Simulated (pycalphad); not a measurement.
An equivalent pycalphad script:

```python
from pycalphad import Database, equilibrium, calculate, variables as v
import numpy as np
db = Database('COST507.tdb')
comps = ['AL', 'SI', 'MG', 'MN', 'VA']
phases = ['AL11MN4', 'AL12MN', 'AL4MN', 'AL6MN', 'AL8MN5_D810', 'ALMGMN_T', 'ALMG_BETA', 'ALMG_EPS', 'ALMG_GAMMA', 'ALMNSI_ALPHA', 'ALMNSI_BETA', 'ALMNSI_DELTA', 'BCC_A2', 'CBCC_A12', 'CUB_A13', 'DIAMOND_A4', 'FCC_A1', 'HCP_A3', 'LIQUID', 'MG2SI', 'MN11SI19', 'MN3SI', 'MN5SI3', 'MN6SI', 'MN9SI2', 'MNSI']
eq = equilibrium(db, comps, phases, {v.X('SI'): 0.0592, v.X('MG'): 0.0095, v.X('MN'): 0.0102, v.T: np.arange(1650, 349, -40), v.P: 101325, v.N: 1}, output=['HM', 'SM'])
```

All values are pycalphad results on the COST 507 light-alloy database (1999) (1 atm), not direct measurements. No gas phase is included, though pure Mg would boil below 1650 K. The database dates from 1999; later assessments differ in places, in temperatures and in the compounds included. The system is extrapolated from its subsystems; higher-order compounds may be missing. Phase fractions are per mole of atoms. Diffusion is slow at the low end, where real alloys seldom reach equilibrium.

Results at three of the temperatures:

```
T = 1290.00 K, P = 101325 Pa, N = 1 mol of atoms
G = -68135 J/mol, H = 40736 J/mol, S = 84.40 J/(mol K)  (SER reference)
chemical potentials (J/mol): Al -66109, Si -76082, Mg -122271, Mn -154509
phase             fraction      x(Al)      x(Si)      x(Mg)      x(Mn)
LIQUID              1.0000     0.9211     0.0592     0.0095     0.0102
```

```
T = 930.00 K, P = 101325 Pa, N = 1 mol of atoms
G = -39519 J/mol, H = 28793 J/mol, S = 73.45 J/(mol K)  (SER reference)
chemical potentials (J/mol): Al -38183, Si -38737, Mg -82374, Mn -124800
phase             fraction      x(Al)      x(Si)      x(Mg)      x(Mn)
LIQUID              0.9764     0.9263     0.0578     0.0097     0.0062
ALMNSI_ALPHA        0.0236     0.7080     0.1181       none     0.1739
```

```
T = 610.00 K, P = 101325 Pa, N = 1 mol of atoms
G = -21512 J/mol, H = 6586 J/mol, S = 46.06 J/(mol K)  (SER reference)
chemical potentials (J/mol): Al -20467, Si -14194, Mg -52993, Mn -129019
phase             fraction      x(Al)      x(Si)      x(Mg)      x(Mn)
FCC_A1              0.8814     0.9982     0.0010   0.000708   4.23e-06
ALMNSI_ALPHA        0.0586     0.7028     0.1233       none     0.1739
DIAMOND_A4          0.0466   1.66e-09     1.0000       none       none
MG2SI               0.0133       none     0.3333     0.6667       none
```

Changes of the phase set, refined by bisection:

```tsv
T (K)	phases above	phases below
956.7	liquid	ALMNSI_ALPHA + liquid
893.2	ALMNSI_ALPHA + liquid	ALMNSI_ALPHA + fcc + liquid
841.4	ALMNSI_ALPHA + fcc + liquid	ALMNSI_ALPHA + diamond (Si) + fcc + liquid
830.4	ALMNSI_ALPHA + diamond (Si) + fcc + liquid	ALMNSI_ALPHA + diamond (Si) + fcc + MG2SI
```

Database names, with the compositions (at.%) that they take in these runs: ALMNSI_ALPHA: Al 70-72 Mn 17 Si 10-13; MG2SI: Mg 67 Si 33. FCC_A1 is fcc; DIAMOND_A4 is diamond (Si). An entry "none" or "no" means that the model of the phase leaves that element out.
